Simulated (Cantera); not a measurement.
Gas mixture: O2 : CO2 = 0.74 : 0.74 (molar parts), at 3750 Torr, frozen composition.

Cantera's kinetic-theory transport with the Lennard-Jones parameters of GRI-Mech 3.0, ideal gas; thermal conductivity in the multicomponent form.

One state of this run: ρ (kg/m³) = 2.86; cp (J/kg/K) = 1121; μ (µPa s) = 37.7; λ (mW/m/K) = 58.3; Pr = 0.724; D (cm²/s) H2 = 0.779; D (cm²/s) NO = 0.197; D (cm²/s) C2H2 = 0.167. D: mixture-averaged diffusion coefficient of that species in the mixture.

Q: Which value of T (K) does it belong to?
(A) 600
(B) 700
(C) 800
(D) 400

A: C, 800
